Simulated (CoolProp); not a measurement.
CHF3 (R23) along the isotherm -47.65 °C: density (kg/m³) from the reference equation and from simpler models built on Tc = 26.1 °C, pc = 48.32 bar, ω = 0.263; each cubic takes its own stable root.

The numbers come from the reference Helmholtz-energy equation of state, Penoncello 2003 in CoolProp.

```
p (bar)   phase  reference
-------  ------  ---------
20.1     liquid       1311
40.3     liquid       1320
60.4     liquid       1328
80.5     liquid       1335
101      liquid       1343
121      liquid       1350
141      liquid       1356
161      liquid       1362
181      liquid       1368
201      liquid       1374
221      liquid       1380
242      liquid       1385
```

How far does each simpler model (van der Waals, Redlich-Kwong, Soave-Redlich-Kwong, Peng-Robinson) lie from the reference over these 12 states: mean and median of the absolute difference, and the worst?


- van der Waals: mean 40.3 %, median 40.0 %, worst -43.3 % at -47.65 °C and 20.1 bar
- Redlich-Kwong: mean 16.5 %, median 16.3 %, worst -18.6 % at -47.65 °C and 20.1 bar
- Soave-Redlich-Kwong: mean 13.9 %, median 13.7 %, worst -15.0 % at -47.65 °C and 20.1 bar
- Peng-Robinson: mean 2.9 %, median 2.8 %, worst -3.7 % at -47.65 °C and 20.1 bar
